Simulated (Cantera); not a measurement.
## N2O furnace oxynitridation

An isothermal, constant-pressure homogeneous reactor starts with N₂O : O₂ = 1 : 0.34 (molar parts), at 1200 K and 760 Torr.

Computed with Cantera and GRI-Mech 3.0 (53 species, 325 reactions). GRI-Mech 3.0 was tuned for natural gas; its chemistry of N2O as a main component is partial and can be far from experiment. The mechanism lacks the step 2 NO + O2 → 2 NO2, which can matter for NO2 below about 1400 K. The temperature is held fixed by assumption; the heat of reaction is taken as removed at once.

| t (s) | x N₂O | x O₂ | x N₂ | x NO₂ | x O |
|---|---|---|---|---|---|
| 0.000400 | 0.746 | 0.254 | 0.000165 | 3.06e-9 | 1.72e-6 |
| 0.000875 | 0.746 | 0.254 | 0.000362 | 1.48e-8 | 1.72e-6 |
| 0.00191 | 0.745 | 0.254 | 0.000794 | 6.93e-8 | 1.72e-6 |
| 0.00418 | 0.744 | 0.254 | 0.00174 | 3.15e-7 | 1.72e-6 |
| 0.00915 | 0.741 | 0.255 | 0.00379 | 1.33e-6 | 1.72e-6 |
| 0.0200 | 0.734 | 0.257 | 0.00823 | 5.04e-6 | 1.72e-6 |
| 0.0437 | 0.721 | 0.260 | 0.0178 | 1.58e-5 | 1.70e-6 |
| 0.0956 | 0.692 | 0.266 | 0.0377 | 4.06e-5 | 1.67e-6 |
| 0.209 | 0.634 | 0.280 | 0.0774 | 8.96e-5 | 1.61e-6 |
| 0.457 | 0.531 | 0.304 | 0.149 | 0.000176 | 1.48e-6 |
| 1.00 | 0.375 | 0.342 | 0.258 | 0.000297 | 1.23e-6 |
x: mole fraction; the columns are a selection and need not sum to one.

Equilibrium at this temperature and pressure: N₂O 1.41e-8, O₂ 0.456, N₂ 0.543, NO₂ 6.02e-6, O 1.69e-8 (gas phase only).
